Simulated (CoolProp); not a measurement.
n-butane at 472.98 K and 4.47 MPa flows at 9.6 m/s in a round tube of 10 mm bore and 45 µm roughness, fully developed (64/Re and Nu = 3.66 if laminar; Colebrook and Gnielinski if turbulent). Each further row changes one setting.

Values from CoolProp's reference Helmholtz-energy equation of state, Bücker 2006.

```
case               Reynolds number  Darcy friction factor  pressure drop (Pa/m)  heat-transfer coefficient (W/(m² K))  mass flow (kg/h)
-----------------  ---------------  ---------------------  --------------------  ------------------------------------  ----------------
as stated                   669000                 0.0296                 13800                                 11800               274
velocity 19.2 m/s          1340000                 0.0295                 54900                                 23500               548
diameter 20 mm             1340000                 0.0243                  5650                                  9660              1100
```

Viscosity comes from a separate model (Vogel 1999). Thermal conductivity comes from a separate model (Perkins 2002).
